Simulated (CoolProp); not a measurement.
Vapour-liquid equilibrium of propylene (1) + cyclohexane (2) at 292.5 K; x and y are mole fractions of (1).

Values from CoolProp's multi-fluid Helmholtz-energy mixture model, Lemmon 2013 and Zhou 2014; pair parameters Bell 2016.

| x | bubble pressure, mixture model (MPa) | bubble pressure, Raoult's law (MPa) | y, mixture model | y, Raoult's law |
|---|---|---|---|---|
| 0.05 | 0.07090 | 0.05953 | 0.861 | 0.840 |
| 0.15 | 0.1846 | 0.1585 | 0.949 | 0.946 |
| 0.25 | 0.2892 | 0.2575 | 0.969 | 0.971 |
| 0.35 | 0.3868 | 0.3565 | 0.979 | 0.982 |
| 0.45 | 0.4792 | 0.4556 | 0.984 | 0.988 |
| 0.55 | 0.5683 | 0.5546 | 0.988 | 0.992 |
| 0.65 | 0.6561 | 0.6536 | 0.991 | 0.995 |
| 0.75 | 0.7450 | 0.7526 | 0.994 | 0.997 |
| 0.85 | 0.8384 | 0.8516 | 0.996 | 0.998 |
| 0.95 | 0.9417 | 0.9506 | 0.999 | 0.999 |

The largest gap from Raoult's law is +19.1 % in bubble pressure, at x = 0.05. No azeotrope shows between x = 0.05 and 0.95.

The pair parameters rest on a limited set of measurements; away from them the model extrapolates. The gap from Raoult's law changes sign with composition, which may be real or a fault of the pair parameters; it wasn't checked against measurements.
